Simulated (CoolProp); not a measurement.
A closed Brayton cycle with carbon dioxide: compressor inlet 324.15 K and 8.4 MPa, high pressure 26.5 MPa, turbine inlet 970 K, compressor efficiency 0.89, turbine efficiency 0.85, recuperator effectiveness 0 (on enthalpy, no pinch check). Each further row changes one setting.

Computed with CoolProp (reference Helmholtz-energy equation of state, Span 1996).

```tsv
case	thermal efficiency (%)	net work (kJ/kg)	compressor to turbine work	compressor exit (K)	turbine exit (K)
as stated	15.2	111	0.34	417.4	827.0
turbine inlet 920 K	15.3	102	0.36	417.4	781.7
compressor inlet 334.15 K	14.8	104	0.38	435.1	827.0
high pressure 22.5 MPa	13.3	98.7	0.32	403.8	846.6
recuperator effectiveness 0.5	22.6	111	0.34	417.4	827.0
```
